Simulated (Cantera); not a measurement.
# HMDSO + O2 + H2 + CO2 (silicon oxide and oxynitride deposition)

Input: 1 mol HMDSO, 26 mol O2, 0.19 mol H2, 2.1 mol CO2, equilibrated at 100000 Pa.

Method: chemical equilibrium by Gibbs-energy minimisation in Cantera with the NASA 1993 tables (ideal gas, pure condensed phases). Candidate condensed phases: C, C6H6, C7H8, C8H18, H2O, Si, SiC, SiO2; 123 gas species. The feed counts by its element totals alone. The tables hold silica as quartz up to 1696 K and as liquid above; real silica turns to tridymite and cristobalite and melts near 1996 K. Gases not in the tables: Si(OH)4. Equilibrium is a limit: real reactors are often held back by kinetics, nucleation or transport.

```csv
T (K),log p O2,log p H2O,log p CO2,log p OH,log p O,log p CO,log p H2,log p HO2,n SiO2(β-quartz),n SiO2(condensed)
1375,-0.35,-0.53,-0.59,-4.31,-6.37,-6.61,-6.87,-6.65,2.00,0
1425,-0.35,-0.53,-0.59,-4.09,-6.03,-6.23,-6.54,-6.48,2.00,0
1475,-0.35,-0.53,-0.59,-3.89,-5.72,-5.89,-6.23,-6.31,2.00,0
1525,-0.35,-0.53,-0.59,-3.70,-5.42,-5.56,-5.94,-6.15,2.00,0
1575,-0.35,-0.53,-0.59,-3.52,-5.15,-5.26,-5.66,-6.01,2.00,0
1625,-0.35,-0.53,-0.59,-3.35,-4.89,-4.97,-5.41,-5.87,2.00,0
1675,-0.35,-0.53,-0.59,-3.20,-4.64,-4.70,-5.17,-5.75,2.00,0
1725,-0.35,-0.53,-0.59,-3.05,-4.41,-4.45,-4.94,-5.62,0,2.00
```
log p: log10 of the partial pressure in bar; n: condensed amount in mol.

From 1375 K to 1675 K the condensed part is SiO2(β-quartz). At 1725 K the condensed part is SiO2(condensed).
